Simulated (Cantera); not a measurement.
Charge: 1 mol Al, a varied amount of HCl, at 850 K and 220 Pa.

Equilibrium computed with Cantera from the NASA thermochemical tables; the gas is ideal and each condensed phase is pure. Candidate condensed phases: Al, AlCl3; 12 gas species. Kinetics and transport are ignored.

**Question.** Which condensed phases are stable at each of these points (n(HCl) (mol)): 2.5, 3.7, 4.9, 6.1, 7.4, 8.6, 9.8?

**Answer.** 
| n(HCl) (mol) | condensed phases | Al condensed (%) |
|---|---|---|
| 2.5 | Al(s) | 14.6 |
| 3.7 | gas only | 0.0 |
| 4.9 | gas only | 0.0 |
| 6.1 | gas only | 0.0 |
| 7.4 | gas only | 0.0 |
| 8.6 | gas only | 0.0 |
| 9.8 | gas only | 0.0 |

At 2.5 mol HCl the condensed part is Al(s). From 3.7 mol HCl to 9.8 mol HCl nothing is condensed.
